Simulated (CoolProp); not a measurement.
Properties of cyclohexane along the isotherm 42.75 °C (Tc = 280.5 °C, pc = 4081 kPa, ω = 0.209).

Values from CoolProp's reference Helmholtz-energy equation of state, Zhou 2014.

```csv
p (kPa),phase,density (kg/m³),cp (kJ/(kg K)),speed of sound (m/s),expansivity (1/kK)
1280,liquid,758.2,1.941,1178,1.259
2550,liquid,759.4,1.938,1187,1.246
3830,liquid,760.7,1.936,1195,1.232
5100,liquid,761.9,1.934,1203,1.219
6380,liquid,763.0,1.932,1212,1.206
7650,liquid,764.2,1.930,1220,1.194
8930,liquid,765.3,1.928,1228,1.183
10200,liquid,766.5,1.926,1236,1.171
11500,liquid,767.6,1.924,1244,1.160
12800,liquid,768.7,1.922,1252,1.149
14000,liquid,769.7,1.921,1259,1.139
15300,liquid,770.8,1.919,1266,1.129
16600,liquid,771.9,1.917,1274,1.119
17900,liquid,773.0,1.916,1281,1.109
19100,liquid,773.9,1.914,1288,1.101
20400,liquid,775.0,1.913,1296,1.091
```
